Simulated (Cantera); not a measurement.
A closed system holds: 1 mol Si2H6, 8.3 mol NO, at 0.00540 bar.

Equilibrium computed with Cantera from the NASA thermochemical tables; the gas is ideal and each condensed phase is pure. Candidate condensed phases: H2O, Si, SiO2, Si2N2O, Si3N4; 35 gas species. The feed counts by its element totals alone. The tables hold silica as quartz up to 1696 K and as liquid above; real silica turns to tridymite and cristobalite and melts near 1996 K. Rates play no part.

Problem. Which condensed phases are stable at each of these points (T (K)): 1273, 1348, 1423, 1498, 1573, 1648, 1723, 1798, 1873, 1948, 2023?

Solution. 
```
T (K)  condensed phases  Si condensed (%)
-----  ----------------  ----------------
1273     SiO2(β-quartz)             100.0
1348     SiO2(β-quartz)             100.0
1423     SiO2(β-quartz)             100.0
1498     SiO2(β-quartz)             100.0
1573     SiO2(β-quartz)             100.0
1648     SiO2(β-quartz)             100.0
1723    SiO2(condensed)             100.0
1798    SiO2(condensed)             100.0
1873    SiO2(condensed)             100.0
1948    SiO2(condensed)             100.0
2023            SiO2(l)              99.8
```

From 1273 K to 1648 K the condensed part is SiO2(β-quartz). From 1723 K to 1948 K the condensed part is SiO2(condensed). At 2023 K the condensed part is SiO2(l).
